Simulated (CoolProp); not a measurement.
Carbonyl sulfide along the isotherm 458.9 K: density (kg/m³) from the reference equation and from simpler models built on Tc = 378.8 K, pc = 6.369 MPa, ω = 0.098; each cubic takes its own stable root.

Model: reference Helmholtz-energy equation of state, Lemmon 2006, in CoolProp. It is a short technical equation, of lower accuracy than the large ones.

| p (MPa) | phase | reference |
|---|---|---|
| 3.57 | gas | 63.01 |
| 7.14 | supercritical | 145.4 |
| 10.7 | supercritical | 258.4 |
| 14.3 | supercritical | 398.1 |
| 17.9 | supercritical | 514.7 |
| 21.4 | supercritical | 590.7 |
| 25 | supercritical | 645.4 |
| 28.6 | supercritical | 686.5 |
| 32.1 | supercritical | 718.5 |
| 35.7 | supercritical | 746.0 |
| 39.3 | supercritical | 769.5 |
| 42.9 | supercritical | 790.1 |
| 46.4 | supercritical | 808.0 |
| 50 | supercritical | 824.6 |

**Question.** How far does each simpler model (ideal gas, van der Waals, Redlich-Kwong, Soave-Redlich-Kwong, Peng-Robinson) lie from the reference over these 14 states: mean and median of the absolute difference, and the worst?

**Answer.** 
- ideal gas: mean 26.8 %, median 27.2 %, worst -45.2 % at 458.9 K and 17.9 MPa
- van der Waals: mean 13.0 %, median 16.0 %, worst -20.4 % at 458.9 K and 50 MPa
- Redlich-Kwong: mean 3.6 %, median 3.8 %, worst -5.9 % at 458.9 K and 21.4 MPa
- Soave-Redlich-Kwong: mean 5.9 %, median 6.1 %, worst -9.8 % at 458.9 K and 17.9 MPa
- Peng-Robinson: mean 2.5 %, median 2.3 %, worst +5.2 % at 458.9 K and 50 MPa
